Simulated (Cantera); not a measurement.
A closed system holds: 1 mol CH2F2, 0.0081 mol CH4, 0.21 mol H2, held at 0.133 bar.

These are equilibrium values from Cantera (NASA tables, ideal gas, pure condensed phases), not measurements of a reactor. Candidate condensed phases: C, C6H6, C7H8, C8H18; 95 gas species. Rates play no part. All values below are at 2873 K.

Base state: HF 0.858, H 0.0715, H2 0.0617, F 0.00484, C2H2 (acetylene) 0.00261, C3 0.000568, C2H 0.000430, CF 0.000425 (mole fractions); condensed: C(graphite).

Question: What changes in the equilibrium state with this change: 0.0044 mol Cl2 added?

Answer: 
```csv
species,before,after
HF,0.858,0.855
H,0.0715,0.0709
H2,0.0617,0.0607
HCl,0,0.00210
Cl,0,0.00169
C4H2,4.60e-5,4.53e-5
C2H2 (acetylene),0.00261,0.00257
CF2,3.62e-5,3.66e-5
"C(graphite), mol",0.988,0.988
```
